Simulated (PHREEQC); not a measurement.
Solution (20 °C): 16 mmol/kgw MgSO4, 0.17 mmol/kgw H3BO3 and 44 mmol/kgw NaCl. Closed to the air; pH follows from the charge balance.

All values are PHREEQC results (Pitzer model, pitzer.dat), not measurements.

Problem. The ionic strength comes out as 0.108 mol/kgw. What activity coefficients do Cl-, Na+, Mg+2, SO4-2 get?

Solution. Cl- 0.76, Na+ 0.78, Mg+2 0.34, SO4-2 0.28. Single-ion values are on the MacInnes scale.

This is a speciation only: nothing precipitates in the calculation.
